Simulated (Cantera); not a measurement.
**Adiabatic ignition**

An adiabatic, constant-pressure homogeneous reactor starts with H2 : O2 : N2 = 1 : 1.11 : 4.18 (molar parts), at 1700 K and 1.38 atm.

Detailed kinetics in Cantera: the H2/O2 subset of GRI-Mech 3.0, which has no nitrogen chemistry.

```json
[
 {"t (s)": "3.00e-6", "T (K)": "1700", "x H2": "0.158", "x O2": "0.176", "x OH": "0.000120", "x H2O2": "1.75e-7", "x H": "0.000395"},
 {"t (s)": "1.14e-5", "T (K)": "1982", "x H2": "0.0183", "x O2": "0.0944", "x OH": "0.0228", "x H2O2": "7.55e-7", "x H": "0.0377"},
 {"t (s)": "4.34e-5", "T (K)": "2391", "x H2": "0.0111", "x O2": "0.0949", "x OH": "0.0261", "x H2O2": "3.02e-7", "x H": "0.0116"},
 {"t (s)": "0.000165", "T (K)": "2614", "x H2": "0.00475", "x O2": "0.0982", "x OH": "0.0204", "x H2O2": "4.85e-7", "x H": "0.00268"},
 {"t (s)": "0.000628", "T (K)": "2624", "x H2": "0.00443", "x O2": "0.0984", "x OH": "0.0199", "x H2O2": "5.23e-7", "x H": "0.00240"},
 {"t (s)": "0.00239", "T (K)": "2624", "x H2": "0.00443", "x O2": "0.0984", "x OH": "0.0199", "x H2O2": "5.23e-7", "x H": "0.00240"},
 {"t (s)": "0.00909", "T (K)": "2624", "x H2": "0.00443", "x O2": "0.0984", "x OH": "0.0199", "x H2O2": "5.23e-7", "x H": "0.00240"},
 {"t (s)": "0.0346", "T (K)": "2624", "x H2": "0.00443", "x O2": "0.0984", "x OH": "0.0199", "x H2O2": "5.23e-7", "x H": "0.00240"},
 {"t (s)": "0.131", "T (K)": "2624", "x H2": "0.00443", "x O2": "0.0984", "x OH": "0.0199", "x H2O2": "5.23e-7", "x H": "0.00240"},
 {"t (s)": "0.500", "T (K)": "2624", "x H2": "0.00443", "x O2": "0.0984", "x OH": "0.0199", "x H2O2": "5.23e-7", "x H": "0.00240"}
]
```
x: mole fraction; the columns are a selection and need not sum to one.

```json
{
  "time_of_steepest_temperature_rise": "6.09 µs",
  "temperature at 0.500 s": "2624 K",
  "equilibrium_temperature": "2624 K",
  "x(H2) at 0.500 s": "0.00443 (gas-phase equilibrium 0.00443)",
  "x(O2) at 0.500 s": "0.0984 (gas-phase equilibrium 0.0984)",
  "x(OH) at 0.500 s": "0.0199 (gas-phase equilibrium 0.0199)"
}
```
